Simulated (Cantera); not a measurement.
Input (Python, Cantera) and output of one run.

```python
import numpy as np
import cantera as ct

gas_names = """
    Cu CuO Cu2 H HO2 H2 H2O H2O2 O OH O2 O3
""".split()
cond_names = """
    Cu(cr) Cu(L) CuO(s) CuO2H2(s) Cu2O(s) Cu2O(L) H2O(s) H2O(L)
""".split()


def load(file, names, dense=False):
    # The tables refer to 1 bar. Condensed volumes are neglected.
    table = {s.name: s for s in ct.Species.list_from_file(file)}
    out = []
    for n in names:
        d = dict(table[n].input_data)
        d["thermo"] = dict(d["thermo"], **{"reference-pressure": 1e5})
        if dense:
            d["equation-of-state"] = {"model": "constant-volume", "density": "1e6 g/cm^3"}
        out.append(ct.Species.from_dict(d))
    return out


gas = ct.Solution(thermo="ideal-gas", species=load("nasa_gas.yaml", gas_names))
cond = {s.name: ct.Solution(thermo="fixed-stoichiometry", species=[s], name=s.name)
        for s in load("nasa_condensed.yaml", cond_names, dense=True)}
atoms = {
    'Cu2O': {'Cu': 2, 'O': 1},
    'H2': {'H': 2},
    'H2O': {'H': 2, 'O': 1},
}
top_T = {'CuO(s)': 1390}  # K; cautious upper limits of use, not melting points


def equilibrate(T, P, feed):
    n = {}
    for name, mol in feed.items():
        for a, k in atoms[name].items():
            n[a] = n.get(a, 0.0) + k * mol
    gas.TPX = T, P, n
    mass = sum(n.values()) * gas.mean_molecular_weight
    gas.equilibrate("TP")
    valid = [c for c in cond.values() if c.min_temp <= T <= top_T.get(c.name, c.max_temp)]
    mix = ct.Mixture([(gas, mass / gas.mean_molecular_weight)] + [(c, 0.0) for c in valid])
    mix.T, mix.P = T, P
    mix.equilibrate("TP", solver="vcs", rtol=1e-11, max_steps=5000)
    return mix


results = []
P = 19000  # Pa
for T in [1748, 1798, 1848, 1898, 1948, 1998, 2048, 2098, 2148, 2198, 2248]:
    for m in [0.37, 0.56, 0.86, 1.3, 2, 3.1, 4.7]:
        feed = {'Cu2O': 1, 'H2': m, 'H2O': 0.72}  # mol
        mix = equilibrate(T, P, feed)
        results.append((T, P, feed, dict(zip(mix.species_names, mix.species_moles))))

for T, P, feed, n in results:
    print(f"{T:7g} {feed['H2']:10.4g}  " + (" + ".join(c for c in cond_names if n.get(c, 0) > 1e-12) or "gas only"))
```

It prints:

```
   1748       0.37  Cu(L) + Cu2O(L)
   1748       0.56  Cu(L) + Cu2O(L)
   1748       0.86  Cu(L) + Cu2O(L)
   1748        1.3  Cu(L)
   1748          2  Cu(L)
   1748        3.1  Cu(L)
   1748        4.7  Cu(L)
   1798       0.37  Cu(L) + Cu2O(L)
   1798       0.56  Cu(L) + Cu2O(L)
   1798       0.86  Cu(L) + Cu2O(L)
   1798        1.3  Cu(L)
   1798          2  Cu(L)
   1798        3.1  Cu(L)
   1798        4.7  Cu(L)
   1848       0.37  Cu(L) + Cu2O(L)
   1848       0.56  Cu(L) + Cu2O(L)
   1848       0.86  Cu(L) + Cu2O(L)
   1848        1.3  Cu(L)
   1848          2  Cu(L)
   1848        3.1  Cu(L)
   1848        4.7  Cu(L)
   1898       0.37  Cu(L) + Cu2O(L)
   1898       0.56  Cu(L) + Cu2O(L)
   1898       0.86  Cu(L) + Cu2O(L)
   1898        1.3  Cu(L)
   1898          2  Cu(L)
   1898        3.1  Cu(L)
   1898        4.7  Cu(L)
   1948       0.37  Cu(L) + Cu2O(L)
   1948       0.56  Cu(L) + Cu2O(L)
   1948       0.86  Cu(L)
   1948        1.3  Cu(L)
   1948          2  Cu(L)
   1948        3.1  Cu(L)
   1948        4.7  Cu(L)
   1998       0.37  Cu(L) + Cu2O(L)
   1998       0.56  Cu(L) + Cu2O(L)
   1998       0.86  Cu(L)
   1998        1.3  Cu(L)
   1998          2  Cu(L)
   1998        3.1  Cu(L)
   1998        4.7  Cu(L)
   2048       0.37  Cu(L) + Cu2O(L)
   2048       0.56  Cu(L) + Cu2O(L)
   2048       0.86  Cu(L)
   2048        1.3  Cu(L)
   2048          2  Cu(L)
   2048        3.1  Cu(L)
   2048        4.7  Cu(L)
   2098       0.37  Cu(L) + Cu2O(L)
   2098       0.56  Cu(L)
   2098       0.86  Cu(L)
   2098        1.3  Cu(L)
   2098          2  Cu(L)
   2098        3.1  Cu(L)
   2098        4.7  Cu(L)
   2148       0.37  Cu(L)
   2148       0.56  Cu(L)
   2148       0.86  Cu(L)
   2148        1.3  Cu(L)
   2148          2  Cu(L)
   2148        3.1  Cu(L)
   2148        4.7  Cu(L)
   2198       0.37  Cu(L)
   2198       0.56  Cu(L)
   2198       0.86  Cu(L)
   2198        1.3  Cu(L)
   2198          2  Cu(L)
   2198        3.1  Cu(L)
   2198        4.7  Cu(L)
   2248       0.37  Cu(L)
   2248       0.56  Cu(L)
   2248       0.86  Cu(L)
   2248        1.3  Cu(L)
   2248          2  Cu(L)
   2248        3.1  Cu(L)
   2248        4.7  Cu(L)
```

Method: chemical equilibrium by Gibbs-energy minimisation in Cantera with the NASA 1993 tables (ideal gas, pure condensed phases). Each liquid is taken as pure. Mutual solubility and eutectic melting of coexisting phases are not modelled.
